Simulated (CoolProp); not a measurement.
Hexamethyldisiloxane (MM) at several states: Z from the reference equation and from simpler models built on Tc = 518.7 K, pc = 1.931 MPa, ω = 0.418; each cubic takes its own stable root.

Computed with CoolProp (reference Helmholtz-energy equation of state, Thol 2016).

```
T (K)  p (MPa)   phase  reference  Soave-Redlich-Kwong  Peng-Robinson
-----  -------  ------  ---------  -------------------  -------------
293.9    0.122  liquid    0.01061              0.01142            [?]
480.9     2.05  liquid     0.1589               0.1798            [?]
513.4    0.142     gas        [?]                  [?]            [?]
541.5    0.353     gas     0.9418               0.9452         0.9386
407.7    0.541  liquid    0.04096                  [?]            [?]
```

Problem. Some entries are withheld; supply them.

Solution. 
- 293.9, Peng-Robinson: 0.01014
- 480.9, Peng-Robinson: 0.1595
- 513.4, reference: 0.9722
- 513.4, Soave-Redlich-Kwong: 0.9735
- 513.4, Peng-Robinson: 0.9707
- 407.7, Soave-Redlich-Kwong: 0.04422
- 407.7, Peng-Robinson: 0.03901
